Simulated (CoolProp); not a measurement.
The numbers come from the reference Helmholtz-energy equation of state, Lemmon 2006 in CoolProp. It is a short technical equation, of lower accuracy than the large ones.

Question: Give the vapour pressure (bar), liquid density (kg/m³), enthalpy of vaporisation (kJ/kg), liquid viscosity (µPa s) of saturated R141b at 299 K.

Answer: 
```csv
T (K),p (bar),liquid density (kg/m³),enthalpy of vaporisation (kJ/kg),liquid viscosity (µPa s)
299,0.811,1230,226,404
```

Viscosity comes from a separate model (Huber 2003), an estimate that may be off by 10 % or more.
